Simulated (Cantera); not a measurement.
Standard-state values (1 bar) from the NASA 1993 polynomials, evaluated with Cantera. Values are per mole of reaction as written; species without (g) are pure solids or liquids, kept so even where they would boil at 1 bar.

2 Li + OH(g) + F(g) = HF(g) + Li2O, with ΔH° = -990.0 kJ and ΔS° = -189.1 J/K at 300 K.

**Question.** How far is the shortcut ΔG° ≈ ΔH°(300 K) − T·ΔS°(300 K) from the full temperature-dependent value at 748, 898, 1048, 1198, 1348, 1498 K?

**Answer.** 
```tsv
T (K)	shortcut (kJ)	full (kJ)	difference (kJ)	difference in log10 K	condensed phases
748	-848.6	-841.4	-7.2	0.50	Li(l), Li2O(s)
898	-820.2	-809.4	-10.7	0.63	Li(l), Li2O(s)
1048	-791.8	-777.2	-14.6	0.73	Li(l), Li2O(s)
1198	-763.4	-745.5	-18.0	0.78	Li(l), Li2O(s)
1348	-735.1	-714.0	-21.1	0.82	Li(l), Li2O(s)
1498	-706.7	-682.8	-23.9	0.83	Li(l), Li2O(s)
```
The shortcut ignores heat capacities and the phase changes listed.
